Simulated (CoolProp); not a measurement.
Properties of diethyl ether along the isobar 0.873 MPa.

Computed with CoolProp (reference Helmholtz-energy equation of state, Thol 2014).

```
T (K)   phase        Z  cp (kJ/(kg K))  cv (kJ/(kg K))  expansivity (1/kK)
-----  ------  -------  --------------  --------------  ------------------
375.8  liquid  0.03418           2.677           1.961               2.639
391.5     gas   0.8182           2.263           1.953               5.324
407.1     gas   0.8485           2.212           1.959               4.416
422.8     gas   0.8714           2.201           1.981               3.837
438.4     gas   0.8893           2.209           2.010               3.434
454.1     gas   0.9038           2.228           2.044               3.129
469.7     gas   0.9158           2.253           2.081               2.892
485.4     gas   0.9258           2.283           2.119               2.697
501       gas   0.9343           2.315           2.157               2.536
516.7     gas   0.9417           2.349           2.196               2.397
532.3     gas   0.9480           2.384           2.236               2.278
548       gas   0.9536           2.419           2.275               2.173
```
